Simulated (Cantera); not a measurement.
A perfectly stirred reactor is fed with NH₃ : N₂ = 1 : 0.76 (molar parts), at 0.0890 bar; it is held at 2175 K, and followed from long to short residence time.

Detailed kinetics in Cantera: the gas-phase N/H chemistry of the illustrative SiF4/NH3 mechanism in the Surface Chemkin manual (1991). Walls and surfaces, which speed up NH3 decomposition in real reactors, are not modelled.

Task: What does this change do: pressure from 0.0890 bar to 0.0120 bar?

Result: 
| quantity | before | after |
|---|---|---|
| x(NH₃) at τ = 0.760 s | 0.0357 | 0.139 |
| x(N₂H₄) at τ = 0.760 s | 1.03e-9 | 1.20e-9 |
| x(N) at τ = 0.760 s | 3.58e-6 | 5.19e-6 |
| x(N₂H₂) at τ = 0.760 s | 3.67e-7 | 2.52e-6 |
| x(H) at τ = 0.760 s | 0.00141 | 0.000856 |
| x(NH₃) at τ = 5.60 ms | 0.512 | 0.558 |
| x(N₂H₄) at τ = 5.60 ms | 5.02e-8 | 8.93e-9 |
| x(N) at τ = 5.60 ms | 1.06e-6 | 2.17e-7 |
| x(N₂H₂) at τ = 5.60 ms | 8.22e-6 | 8.68e-6 |
| x(H) at τ = 5.60 ms | 7.41e-5 | 1.70e-5 |

Task: What does this change do: temperature 2175 to 2198 K?

Result: 
```
quantity                 before     after
----------------------  -------  --------
x(NH₃) at τ = 0.760 s    0.0357    0.0289
x(N₂H₄) at τ = 0.760 s  1.03e-9  7.91e-10
x(N) at τ = 0.760 s     3.58e-6   4.21e-6
x(N₂H₂) at τ = 0.760 s  3.67e-7   3.23e-7
x(H) at τ = 0.760 s     0.00141   0.00166
x(NH₃) at τ = 5.60 ms     0.512     0.501
x(N₂H₄) at τ = 5.60 ms  5.02e-8   4.89e-8
x(N) at τ = 5.60 ms     1.06e-6   1.41e-6
x(N₂H₂) at τ = 5.60 ms  8.22e-6   8.75e-6
x(H) at τ = 5.60 ms     7.41e-5   9.57e-5
```
